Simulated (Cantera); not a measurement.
Equilibrium for iron carbonyl, mercury and lead vapours: PbO + H₂ + N₂

Charge: 1 mol PbO, 0.078 mol H₂, 0.8 mol N₂, held at 56.0 Pa.

Cantera equilibrium calculation (NASA polynomials, part measured and part estimated; ideal gas, pure solids and liquids). Candidate condensed phases: H₂O, Pb, PbO, PbO₂, Pb₃O₄; 27 gas species. Gases not in the tables: (PbO)n polymers. Rates play no part.

```json
[
 {"T (K)": "1250", "log p N₂": "-3.53", "log p PbO": "-3.74", "log p Pb": "-4.36", "log p O₂": "-5.13", "log p H₂O": "-4.54", "log p NO": "-7.49", "n PbO(l)": "0.390"},
 {"T (K)": "1275", "log p N₂": "-3.63", "log p PbO": "-3.62", "log p Pb": "-4.29", "log p O₂": "-4.84", "log p H₂O": "-4.64", "log p NO": "-7.32", "n PbO(l)": "0"},
 {"T (K)": "1300", "log p N₂": "-3.64", "log p PbO": "-3.64", "log p Pb": "-4.24", "log p O₂": "-4.76", "log p H₂O": "-4.65", "log p NO": "-7.21", "n PbO(l)": "0"},
 {"T (K)": "1325", "log p N₂": "-3.64", "log p PbO": "-3.65", "log p Pb": "-4.20", "log p O₂": "-4.69", "log p H₂O": "-4.65", "log p NO": "-7.10", "n PbO(l)": "0"},
 {"T (K)": "1350", "log p N₂": "-3.64", "log p PbO": "-3.67", "log p Pb": "-4.15", "log p O₂": "-4.62", "log p H₂O": "-4.65", "log p NO": "-7.01", "n PbO(l)": "0"},
 {"T (K)": "1375", "log p N₂": "-3.64", "log p PbO": "-3.69", "log p Pb": "-4.11", "log p O₂": "-4.56", "log p H₂O": "-4.66", "log p NO": "-6.91", "n PbO(l)": "0"},
 {"T (K)": "1400", "log p N₂": "-3.65", "log p PbO": "-3.71", "log p Pb": "-4.07", "log p O₂": "-4.51", "log p H₂O": "-4.66", "log p NO": "-6.83", "n PbO(l)": "0"},
 {"T (K)": "1425", "log p N₂": "-3.65", "log p PbO": "-3.73", "log p Pb": "-4.04", "log p O₂": "-4.46", "log p H₂O": "-4.66", "log p NO": "-6.74", "n PbO(l)": "0"},
 {"T (K)": "1450", "log p N₂": "-3.65", "log p PbO": "-3.75", "log p Pb": "-4.00", "log p O₂": "-4.41", "log p H₂O": "-4.67", "log p NO": "-6.66", "n PbO(l)": "0"},
 {"T (K)": "1475", "log p N₂": "-3.66", "log p PbO": "-3.77", "log p Pb": "-3.97", "log p O₂": "-4.37", "log p H₂O": "-4.67", "log p NO": "-6.59", "n PbO(l)": "0"},
 {"T (K)": "1500", "log p N₂": "-3.66", "log p PbO": "-3.80", "log p Pb": "-3.94", "log p O₂": "-4.33", "log p H₂O": "-4.67", "log p NO": "-6.52", "n PbO(l)": "0"},
 {"T (K)": "1525", "log p N₂": "-3.66", "log p PbO": "-3.83", "log p Pb": "-3.91", "log p O₂": "-4.30", "log p H₂O": "-4.68", "log p NO": "-6.45", "n PbO(l)": "0"},
 {"T (K)": "1550", "log p N₂": "-3.67", "log p PbO": "-3.86", "log p Pb": "-3.89", "log p O₂": "-4.27", "log p H₂O": "-4.68", "log p NO": "-6.39", "n PbO(l)": "0"},
 {"T (K)": "1575", "log p N₂": "-3.67", "log p PbO": "-3.89", "log p Pb": "-3.86", "log p O₂": "-4.24", "log p H₂O": "-4.68", "log p NO": "-6.32", "n PbO(l)": "0"}
]
```
log p: log10 of the partial pressure in bar; n: condensed amount in mol.

At 1250 K the condensed part is PbO(l). From 1275 K to 1575 K nothing is condensed.
